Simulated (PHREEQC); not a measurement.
Dissolve 0.021 mol NaOH per kg of water at 25 °C. Closed to the air; pH follows from the charge balance.

The numbers come from PHREEQC with the ion-association model, phreeqc.dat.

This is a speciation only: nothing precipitates in the calculation.

Q: Predict the pH.

A: pH 12.25.
